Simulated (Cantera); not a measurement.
Charge: 1 mol HMDSO, 9.7 mol O₃, 140 mol N₂, equilibrated at 1.00 bar.

Equilibrium computed with Cantera from the NASA thermochemical tables; the gas is ideal and each condensed phase is pure. Candidate condensed phases: C, C₆H₆, C₇H₈, C₈H₁₈, H₂O, Si, SiC, SiO₂, Si₂N₂O, Si₃N₄; 151 gas species. The feed counts by its element totals alone. The tables hold silica as quartz up to 1696 K and as liquid above; real silica turns to tridymite and cristobalite and melts near 1996 K. Gases not in the tables: Si(OH)₄. Equilibrium is a limit: real reactors are often held back by kinetics, nucleation or transport.

log p: log10 of the partial pressure in bar; n: condensed amount in mol.

```
T (K)  log p N₂  log p H₂O  log p CO₂  log p O₂  log p NO  n SiO₂(α-quartz)  n SiO₂(β-quartz)
-----  --------  ---------  ---------  --------  --------  ----------------  ----------------
673       -0.05      -1.24      -1.42     -1.79       [?]              2.00                 0
773       -0.05      -1.24      -1.42     -1.79       [?]              2.00                 0
873       -0.05      -1.24      -1.42     -1.79       [?]                 0              2.00
973       -0.05      -1.24      -1.42     -1.79       [?]                 0              2.00
1073      -0.05      -1.24      -1.42     -1.79       [?]                 0              2.00
1173      -0.05      -1.24      -1.42     -1.79       [?]                 0              2.00
1273      -0.05      -1.24      -1.42     -1.79       [?]                 0              2.00
```

Task: Complete the blanks.

Result: 
- 673, log p NO: -7.35
- 773, log p NO: -6.44
- 873, log p NO: -5.73
- 973, log p NO: -5.17
- 1073, log p NO: -4.71
- 1173, log p NO: -4.33
- 1273, log p NO: -4.01
